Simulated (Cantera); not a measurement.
Input (Python, Cantera) and output of one run.

```python
import numpy as np
import cantera as ct

gas_names = """
    CL CL2 H HCL H2 Si SiCL SiCL2 SiCL3 SiCL4 SiH SiHCL3 SiH2 SiH2CL2 SiH3 SiH3CL SiH4 Si2 Si3
""".split()
cond_names = """
    Si(cr) Si(L)
""".split()


def load(file, names, dense=False):
    # The tables refer to 1 bar. Condensed volumes are neglected.
    table = {s.name: s for s in ct.Species.list_from_file(file)}
    out = []
    for n in names:
        d = dict(table[n].input_data)
        d["thermo"] = dict(d["thermo"], **{"reference-pressure": 1e5})
        if dense:
            d["equation-of-state"] = {"model": "constant-volume", "density": "1e6 g/cm^3"}
        out.append(ct.Species.from_dict(d))
    return out


gas = ct.Solution(thermo="ideal-gas", species=load("nasa_gas.yaml", gas_names))
cond = {s.name: ct.Solution(thermo="fixed-stoichiometry", species=[s], name=s.name)
        for s in load("nasa_condensed.yaml", cond_names, dense=True)}
atoms = {
    'SiHCl3': {'Si': 1, 'H': 1, 'CL': 3},
    'HCl': {'H': 1, 'CL': 1},
    'H2': {'H': 2},
}
top_T = {}  # K; cautious upper limits of use, not melting points


def equilibrate(T, P, feed):
    n = {}
    for name, mol in feed.items():
        for a, k in atoms[name].items():
            n[a] = n.get(a, 0.0) + k * mol
    gas.TPX = T, P, n
    mass = sum(n.values()) * gas.mean_molecular_weight
    gas.equilibrate("TP")
    valid = [c for c in cond.values() if c.min_temp <= T <= top_T.get(c.name, c.max_temp)]
    mix = ct.Mixture([(gas, mass / gas.mean_molecular_weight)] + [(c, 0.0) for c in valid])
    mix.T, mix.P = T, P
    mix.equilibrate("TP", solver="vcs", rtol=1e-11, max_steps=5000)
    return mix


results = []
feed = {'SiHCl3': 1, 'HCl': 0.8, 'H2': 220}  # mol
T = 1223.15  # K
P = 1000  # Pa
mix = equilibrate(T, P, feed)
results.append((T, P, feed, dict(zip(mix.species_names, mix.species_moles))))
print(gas.report(threshold=0.0001))
for i in range(1, mix.n_phases):
    print(f"{mix.phase(i).name:16s} {mix.phase_moles(i):12.5e} mol")
```

It prints:

```
       temperature   1223.2 K
          pressure   1000 Pa
           density   0.00025781 kg/m^3
  mean mol. weight   2.6219 kg/kmol
   phase of matter   gas

                          1 kg             1 kmol
                     ---------------   ---------------
          enthalpy        9.9131e+06        2.5991e+07  J
   internal energy        6.0342e+06        1.5821e+07  J
           entropy             81027        2.1244e+05  J/K
    Gibbs function       -8.9195e+07       -2.3386e+08  J
 heat capacity c_p             11914             31237  J/K
 heat capacity c_v            8742.7             22922  J/K

                      mass frac. Y      mole frac. X     chem. pot. / RT
                     ---------------   ---------------   ---------------
               HCL           0.21836          0.015704           -42.649
                H2           0.75634           0.98364           -22.651
             SiCL2          0.023031        0.00061002           -66.746
     [  +16 minor]         0.0022655         4.636e-05

Si(cr)            8.54438e-01 mol
```

Cantera equilibrium calculation (NASA polynomials, part measured and part estimated; ideal gas, pure solids and liquids). The tables' values for SiCl3 are old estimates; treat these amounts as uncertain.
